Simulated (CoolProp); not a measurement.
The fluid at 298.15 K and 0.264 MPa flows at 0.13 m/s in a round tube of 1 mm bore and 0.25 µm roughness, fully developed (64/Re and Nu = 3.66 if laminar; Colebrook and Gnielinski if turbulent). The same conditions are run with several fluids, on thermodynamics alone (safety and materials aside).

Values from CoolProp's reference Helmholtz-energy equation of state of each fluid (c-C4F8 (RC318): Platzer 1990; nitrogen: Span 2000; propylene: Lemmon 2013; R507A: Lemmon 2003; R227EA: Lemmon 2016). The equations of Platzer and Polt are older, rougher fits. Blends and air are pseudo-pure fits.

| fluid | Reynolds number | Darcy friction factor | pressure drop (Pa/m) | heat-transfer coefficient (W/(m² K)) | mass flow (kg/h) |
|---|---|---|---|---|---|
| c-C4F8 (RC318) | 278 | 0.230 | 45.2 | 44.0 | 0.00854 |
| nitrogen | 21.8 | 2.94 | 74.2 | ? | 0.00110 |
| propylene | 70.8 | ? | 35.6 | 63.0 | ? |
| R507A | 117 | ? | 50.8 | 50.0 | 0.00405 |
| R227EA | ? | 0.290 | 48.0 | 48.9 | 0.00720 |

Problem. Some entries are withheld; supply them.

Solution. 
- nitrogen, heat-transfer coefficient (W/(m² K)): 94.8
- propylene, Darcy friction factor: 0.904
- propylene, mass flow (kg/h): 0.00171
- R507A, Darcy friction factor: 0.546
- R227EA, Reynolds number: 221

Transport values come from each fluid's own correlations; those of c-C4F8 (RC318), propylene, R227EA are estimates that may be off by 10 % or more.
